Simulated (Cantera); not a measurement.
A closed system holds: 1 mol Ca(OH)2, 0.045 mol H2, 0.56 mol O2, equilibrated at 1402 °C.

Method: chemical equilibrium by Gibbs-energy minimisation in Cantera with the NASA 1993 tables (ideal gas, pure condensed phases). Candidate condensed phases: Ca, CaO, Ca(OH)2, H2O; 14 gas species. Equilibrium is a limit: real reactors are often held back by kinetics, nucleation or transport.

x: gas mole fraction; n: condensed amount in mol.

```csv
P (Pa),x H2O,x O2,x OH,x O,x H2,x H,x HO2,n CaO(s)
10,0.651,0.336,?,0.00198,0.00173,0.000483,2.16e-7,1.000
68,0.655,0.338,?,0.000761,0.000667,0.000115,3.52e-7,1.000
460,0.658,0.338,?,0.000293,0.000257,2.74e-5,5.69e-7,1.000
3200,0.659,0.339,?,0.000111,9.75e-5,6.41e-6,9.27e-7,1.000
22000,0.659,0.339,?,4.24e-5,3.72e-5,1.51e-6,1.50e-6,1.000
150000,0.660,0.339,?,1.62e-5,1.43e-5,3.58e-7,2.43e-6,1.000
1000000,0.660,0.339,?,6.29e-6,5.52e-6,8.63e-8,3.90e-6,1.000
```

Task: Complete the blanks.

Result: 
- 10, x OH: 0.00879
- 68, x OH: 0.00547
- 460, x OH: 0.00340
- 3200, x OH: 0.00209
- 22000, x OH: 0.00129
- 150000, x OH: 0.000801
- 1000000, x OH: 0.000499
